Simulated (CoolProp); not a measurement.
A closed Brayton cycle with carbon dioxide: compressor inlet 327.15 K and 8.3 MPa, high pressure 18.6 MPa, turbine inlet 655 K, compressor efficiency 0.8, turbine efficiency 0.85, recuperator effectiveness 0.95 (on enthalpy, no pinch check). Each further row changes one setting.

Values from CoolProp's reference Helmholtz-energy equation of state, Span 1996.

| case | thermal efficiency (%) | net work (kJ/kg) | compressor to turbine work | compressor exit (K) | turbine exit (K) |
|---|---|---|---|---|---|
| as stated | (withheld) | 33.9 | 0.56 | 396.7 | 573.9 |
| turbine inlet 605 K | (withheld) | 26.4 | (withheld) | 396.7 | 526.7 |
| compressor inlet 337.15 K | (withheld) | 28.6 | (withheld) | 411.5 | 573.9 |
| high pressure 15.8 MPa | (withheld) | 29.3 | (withheld) | (withheld) | 590.1 |
| recuperator effectiveness 0.5 | 13.9 | 33.9 | 0.56 | 396.7 | 573.9 |

Q: Some entries are withheld; supply them.

A: 
- as stated, thermal efficiency (%): 22.3
- turbine inlet 605 K, thermal efficiency (%): 18.7
- turbine inlet 605 K, compressor to turbine work: 0.62
- compressor inlet 337.15 K, thermal efficiency (%): 20.0
- compressor inlet 337.15 K, compressor to turbine work: 0.63
- high pressure 15.8 MPa, thermal efficiency (%): 22.5
- high pressure 15.8 MPa, compressor to turbine work: 0.53
- high pressure 15.8 MPa, compressor exit (K): 382.2
